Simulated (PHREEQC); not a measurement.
Dissolve 41 mmol/kgw HF, 5.4 mmol/kgw KF and 0.041 mmol/kgw H2SiF6 at 45 °C. Closed to the air; pH follows from the charge balance.

Equilibrium calculation in PHREEQC: ion-association model, wateq4f.dat.

Each row changes one thing in this solution. This is a speciation only: nothing precipitates in the calculation.

| case | pH | ionic strength (mol/kgw) | HF (mol/kgw) | F- (mol/kgw) | H2F2 (mol/kgw) | HF2- (mol/kgw) | SI of Quartz (SiO2) |
|---|---|---|---|---|---|---|---|
| as made | 2.60 | 0.00816 | 0.0344 | 0.00700 | 0.00146 | 0.00103 | -6.68 |
| 0.01 mol/kgw NaOH added | 3.02 | 0.0164 | 0.0266 | 0.0146 | 0.000875 | 0.00167 | -6.90 |
| KF from 0.0054 to 0.027 mol/kgw | 3.12 | 0.0279 | 0.0338 | 0.0243 | 0.00142 | 0.00353 | -7.79 |
| temperature from 45 to 85 °C | 2.84 | 0.00701 | 0.0379 | 0.00593 | 0.000345 | 0.000950 | -4.50 |
| KF replaced by Cu(BF4)2 at the same molality | 2.36 | 0.0207 | 0.0331 | 0.00404 | 0.00136 | 0.000574 | -6.17 |

Away from 25 °C the constants follow the database's enthalpies or fits; those with neither stay at their 25 °C values. SiF6-2 is the database's only silicon fluoride.
